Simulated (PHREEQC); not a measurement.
A solution holds 0.0013 mol NaOH, 0.0054 mol H3BO3 and 0.00017 mol Na2CO3 per kg of water, at 25 °C. Closed to the air; pH follows from the charge balance.

Computed with PHREEQC (ion-association model, phreeqc.dat).

Each row changes one thing in this solution. No solid was allowed to form.

```json
[
 {"case": "as made", "pH": "8.79", "ionic strength (mol/kgw)": "0.00164", "HCO3- (mol/kgw)": "0.000164", "CO3-2 (mol/kgw)": "5.39e-6", "CO2 (mol/kgw)": "5.73e-7", "NaHCO3 (mol/kgw)": "1.38e-7"},
 {"case": "0.003 mol/kgw NH4HS added", "pH": "8.58", "ionic strength (mol/kgw)": "0.00414", "HCO3- (mol/kgw)": "0.000165", "CO3-2 (mol/kgw)": "3.60e-6", "CO2 (mol/kgw)": "9.15e-7", "NaHCO3 (mol/kgw)": "1.33e-7"},
 {"case": "Na2CO3 from 0.00017 to 0.000255 mol/kgw", "pH": "8.82", "ionic strength (mol/kgw)": "0.00182", "HCO3- (mol/kgw)": "0.000245", "CO3-2 (mol/kgw)": "8.73e-6", "CO2 (mol/kgw)": "7.95e-7", "NaHCO3 (mol/kgw)": "2.27e-7"},
 {"case": "NaOH from 0.0013 to 0.00065 mol/kgw", "pH": "8.47", "ionic strength (mol/kgw)": "(withheld)", "HCO3- (mol/kgw)": "0.000166", "CO3-2 (mol/kgw)": "2.58e-6", "CO2 (mol/kgw)": "1.21e-6", "NaHCO3 (mol/kgw)": "8.62e-8"},
 {"case": "H3BO3 left out", "pH": "11.10", "ionic strength (mol/kgw)": "(withheld)", "HCO3- (mol/kgw)": "2.16e-5", "CO3-2 (mol/kgw)": "0.000145", "CO2 (mol/kgw)": "3.72e-10", "NaHCO3 (mol/kgw)": "1.81e-8"}
]
```

Some entries are withheld; supply them.


- NaOH from 0.0013 to 0.00065 mol/kgw, ionic strength (mol/kgw): 0.000992
- H3BO3 left out, ionic strength (mol/kgw): 0.00178
